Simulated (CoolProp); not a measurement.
Vapour-liquid equilibrium of C2F6 (R116) (1) + propane (2) at -21.85 °C; x and y are mole fractions of (1).

Values from CoolProp's multi-fluid Helmholtz-energy mixture model, Lemmon 2006 and Lemmon 2009; pair parameters Bell 2016.

```json
[
 {"x": "0.05", "bubble pressure (kPa)": "424.0", "y at the bubble point": "0.457", "dew pressure at overall composition x (kPa)": "241.0", "liquid density (mol/L)": "12.42"},
 {"x": "0.2", "bubble pressure (kPa)": "711.9", "y at the bubble point": "0.684", "dew pressure at overall composition x (kPa)": "287.0", "liquid density (mol/L)": "11.80"},
 {"x": "0.35", "bubble pressure (kPa)": "804.0", "y at the bubble point": "0.730", "dew pressure at overall composition x (kPa)": "354.0", "liquid density (mol/L)": "11.21"},
 {"x": "0.5", "bubble pressure (kPa)": "852.3", "y at the bubble point": "0.758", "dew pressure at overall composition x (kPa)": "460.1", "liquid density (mol/L)": "10.67"},
 {"x": "0.65", "bubble pressure (kPa)": "[?]", "y at the bubble point": "0.795", "dew pressure at overall composition x (kPa)": "649.0", "liquid density (mol/L)": "10.21"},
 {"x": "0.8", "bubble pressure (kPa)": "948.0", "y at the bubble point": "0.857", "dew pressure at overall composition x (kPa)": "904.5", "liquid density (mol/L)": "9.830"},
 {"x": "0.95", "bubble pressure (kPa)": "983.8", "y at the bubble point": "0.956", "dew pressure at overall composition x (kPa)": "[?]", "liquid density (mol/L)": "[?]"}
]
```

### Question
What belongs in the gaps?

### Answer

- 0.65, bubble pressure (kPa): 899.6
- 0.95, dew pressure at overall composition x (kPa): 982.7
- 0.95, liquid density (mol/L): 9.551

No azeotrope shows between x = 0.05 and 0.95.

The pair parameters rest on a limited set of measurements; away from them the model extrapolates. With so large a gap from Raoult's law the liquid may split in two, which this calculation doesn't test in full.
